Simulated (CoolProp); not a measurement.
1-butene at several states: fugacity coefficient from the reference equation and from simpler models built on Tc = 419.3 K, pc = 4006 kPa, ω = 0.192; each cubic takes its own stable root.

The numbers come from the reference Helmholtz-energy equation of state, Lemmon 2005 in CoolProp. It is a short technical equation, of lower accuracy than the large ones.

```tsv
T (K)	p (kPa)	phase	reference	van der Waals	Redlich-Kwong	Soave-Redlich-Kwong	Peng-Robinson
280.1	34.1	gas	0.9886	0.9935	0.9911	0.9905	0.9900
136.9	1650	liquid	9.977e-7	0.002276	1.403e-6	1.094e-6	1.487e-6
474.3	8620	supercritical	0.5664	0.5597	0.5622	0.5884	0.5567
142.9	19.8	liquid	0.0002120	0.2445	0.0003176	0.0002246	0.0002984
```
